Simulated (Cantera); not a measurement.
An adiabatic, constant-volume homogeneous reactor starts with 3.39 % CH4, 0.180 % CO, 12.1 % O2, 84.4 % N2, equivalence ratio 0.57, at 1375 K and 1.28 atm.

Detailed kinetics in Cantera: GRI-Mech 3.0 (53 species, 325 reactions).

Predict: time of steepest temperature rise; temperature at 2.00 s; equilibrium temperature; x(CO) at 2.00 s; x(O2) at 2.00 s; x(CO2) at 2.00 s.


| Quantity | Value |
|---|---|
| time of steepest temperature rise | 4.91 ms |
| temperature at 2.00 s | 2269 K |
| equilibrium temperature | 2269 K |
| x(CO) at 2.00 s | 0.00103 (gas-phase equilibrium 0.00103) |
| x(O2) at 2.00 s | 0.0479 (gas-phase equilibrium 0.0479) |
| x(CO2) at 2.00 s | 0.0346 (gas-phase equilibrium 0.0346) |
